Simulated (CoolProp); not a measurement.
c-C4F8 (RC318) along the isotherm 423.6 K: density (kg/m³) from the reference equation and from simpler models built on Tc = 388.4 K, pc = 2.778 MPa, ω = 0.355; each cubic takes its own stable root.

Values from CoolProp's reference Helmholtz-energy equation of state, Platzer 1990. This equation is an older, rougher fit; its heat capacities, sound speeds and derivatives of the liquid may be far off and weren't checked against measurements.

```
p (MPa)          phase  reference  ideal gas  van der Waals  Redlich-Kwong  Soave-Redlich-Kwong  Peng-Robinson
-------  -------------  ---------  ---------  -------------  -------------  -------------------  -------------
2.53               gas      194.8      143.7          199.2          201.2                193.8          201.0
5.05     supercritical      682.2      286.8              …          690.2                603.5          646.5
7.58     supercritical      944.4          …              …          900.3                845.0              …
10.1     supercritical       1046      573.6          841.6           1006                963.7           1059
12.6     supercritical       1108      715.6          884.4           1078                 1043           1150
15.2     supercritical       1156      863.3          918.3           1136                 1106           1221
17.7     supercritical          …       1005          944.7           1181                 1154           1276
20.2     supercritical       1223       1147          966.8           1219                 1195           1321
22.7     supercritical       1249       1289          985.9           1252                 1230              …
25.3     supercritical       1273       1437           1003           1282                 1261           1396
27.8     supercritical       1294       1579           1018              …                 1289           1427
```

Task: Fill in the missing entries.

Result: 
- 5.05, van der Waals: 657.3
- 7.58, ideal gas: 430.5
- 7.58, van der Waals: 779.0
- 7.58, Peng-Robinson: 922.7
- 17.7, reference: 1192
- 22.7, Peng-Robinson: 1361
- 27.8, Redlich-Kwong: 1307
